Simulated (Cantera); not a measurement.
HBr + O2 + N2 (abatement and gas-phase synthesis)

Feed: 1 mol HBr, 0.15 mol O2, 15 mol N2, held at 101000 Pa.

Equilibrium computed with Cantera from the NASA thermochemical tables; the gas is ideal and each condensed phase is pure. Candidate condensed phases: Br2, H2O; 50 gas species. Ions and electrons are included (thermal ionisation). Equilibrium is a limit: real reactors are often held back by kinetics, nucleation or transport.

```
T (°C)   x N2    x Br      x H       x N       x O     x H2O     x HBr      x H2
------  -----  ------  -------  --------  --------  --------  --------  --------
2227    0.913  0.0467  0.00196   2.77e-7  0.000218    0.0157    0.0142   0.00613
2727    0.896  0.0538   0.0161   1.31e-5   0.00317   0.00667   0.00601    0.0105
3227    0.876  0.0567   0.0428  0.000206    0.0101  0.000584   0.00180   0.00532
3727    0.867  0.0575   0.0546   0.00164    0.0141   2.03e-5  0.000429   0.00119
4227    0.860  0.0575   0.0568   0.00829    0.0155   9.38e-7  0.000119  0.000274
4727    0.839  0.0569   0.0567    0.0302    0.0160   7.11e-8   4.06e-5   7.88e-5
```
x: gas mole fraction; nothing condenses.

From 2227 °C to 4727 °C nothing is condensed.
